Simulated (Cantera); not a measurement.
What does this Cantera script print?

```python
import numpy as np
import cantera as ct

gas_names = """
    NO O2
""".split()
cond_names = """
    ZrO2(a) ZrO2(b) ZrO2(L) ZrN(s) ZrN(L)
""".split()


# ... load() reads the species with a 1 bar reference pressure and builds the phases ...
species = {s.name: s for s in load("nasa_gas.yaml", gas_names) + load("nasa_condensed.yaml", cond_names)}
# Each term lists the table entries of one substance; the one whose range holds T is used.
reactions = {
    '2 NO(g) + 2 ZrO2 = 2 ZrN + 3 O2(g)':
        [(-2, ['NO']), (-2, ['ZrO2(a)', 'ZrO2(b)', 'ZrO2(L)']), (2, ['ZrN(s)', 'ZrN(L)']), (3, ['O2'])],
}


def pick(names, T):
    return next(species[n] for n in names if species[n].thermo.min_temp <= T <= species[n].thermo.max_temp)


results = []
for label, terms in reactions.items():
    print(label)
    print("     T/K   dH/kJ  dS/(J/K)   dG/kJ   log10 K")
    for T in [898, 998, 1098, 1198, 1298, 1398, 1498, 1598, 1698, 1798]:
        used = [(nu, pick(names, T)) for nu, names in terms]
        dH = sum(nu * s.thermo.h(T) for nu, s in used) / 1e6
        dS = sum(nu * s.thermo.s(T) for nu, s in used) / 1e3
        dG = dH - T * dS / 1e3
        logK = -dG * 1e6 / (ct.gas_constant * T * np.log(10))
        results.append((label, T, dH, dS, dG, logK, [s.name for _, s in used]))
        print(f"{T:8g} {dH:8.1f} {dS:8.1f} {dG:8.1f} {logK:8.2f}")
```

It prints:

```
2 NO(g) + 2 ZrO2 = 2 ZrN + 3 O2(g)
     T/K   dH/kJ  dS/(J/K)   dG/kJ   log10 K
     898   1276.8    162.0   1131.3   -65.80
     998   1275.8    161.0   1115.1   -58.36
    1098   1274.8    160.1   1099.1   -52.29
    1198   1273.9    159.2   1083.1   -47.22
    1298   1273.0    158.5   1067.2   -42.95
    1398   1272.0    157.8   1051.4   -39.28
    1498   1259.4    149.3   1035.8   -36.12
    1598   1259.7    149.5   1020.9   -33.37
    1698   1260.3    149.8   1005.9   -30.94
    1798   1261.0    150.2    990.9   -28.79
```

Cantera with NASA thermochemical tables; ideal gases at 1 bar, condensed phases pure. ZrN: taken at fixed stoichiometry. Condensed species are held in their standard states even where they would react or evaporate.
